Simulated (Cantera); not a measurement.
A closed system holds: 1 mol SiC, 0.23 mol O₂, 46 mol H₂, 2.5 mol CO₂, at 0.133 bar.

Method: chemical equilibrium by Gibbs-energy minimisation in Cantera with the NASA 1993 tables (ideal gas, pure condensed phases). Candidate condensed phases: C, C₆H₆, C₇H₈, C₈H₁₈, H₂O, Si, SiC, SiO₂; 123 gas species. The tables hold silica as quartz up to 1696 K and as liquid above; real silica turns to tridymite and cristobalite and melts near 1996 K. Kinetics and transport are ignored.

### Question
At 1975 K, list the 4 most abundant gas species with their mole fractions, and the condensed phases.

### Answer
H₂ 0.891, CO 0.0690, SiO 0.0186, H₂O 0.0175. Condensed: SiO₂(condensed).
